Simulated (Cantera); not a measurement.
Charge: 1 mol Al, 9.9 mol HCl, 140 mol N2, at 490 Pa.

These are equilibrium values from Cantera (NASA tables, ideal gas, pure condensed phases), not measurements of a reactor. Candidate condensed phases: Al, AlCl3, AlN, NH4Cl; 20 gas species. The tables' values for AlCl2 are old estimates; treat these amounts as uncertain. Equilibrium is a limit: real reactors are often held back by kinetics, nucleation or transport. All values below are at 1552 °C.

Base state: N2 0.931, HCl 0.0516, H2 0.00688, AlCl 0.00362, Cl 0.00298, AlCl3 0.00161, AlCl2 0.00142, H 0.000522 (mole fractions); condensed: gas only.

What changes in the equilibrium state with this change: HCl from 9.9 to 1.9 mol?


```tsv
species	before	after
N2	0.931	0.983
AlCl	0.00362	0.00659
HCl	0.0516	0.00542
H2	0.00688	0.00377
AlCl3	0.00161	5.92e-5
Cl	0.00298	0.000423
AlCl2	0.00142	0.000368
H	0.000522	0.000386
```
